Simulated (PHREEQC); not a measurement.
Dissolve 0.42 mol/kgw H2SO4, 0.21 mol/kgw Na2SO4 and 3.9 mol/kgw MgCl2 at 74 °C. Closed to the air; pH follows from the charge balance.

All values are PHREEQC results (Pitzer model, pitzer.dat), not measurements.

```csv
quantity,before,after
pH,-1.25,2.31
HSO4- (mol/kgw),0.403,0.00193
SO4-2 (mol/kgw),0.227,0.00437
MgOH+ (mol/kgw),4.18e-10,1.88e-10
SI of Halite (NaCl),-0.40,-5.36
SI of Kieserite (MgSO4:H2O),-0.42,-3.71
```

Task: Which change was made?
(A) H2SO4 from 0.42 to 0.042 mol/kgw
(B) H2SO4 from 0.42 to 2.1 mol/kgw
(C) diluted 5-fold with water
(D) H2SO4 from 0.42 to 0.084 mol/kgw
(E) diluted 100-fold with water

Result: E, diluted 100-fold with water

This is a speciation only: nothing precipitates in the calculation. In brines, pH and single-ion activities rest on the MacInnes convention. Constants without temperature data keep their 25 °C values here.
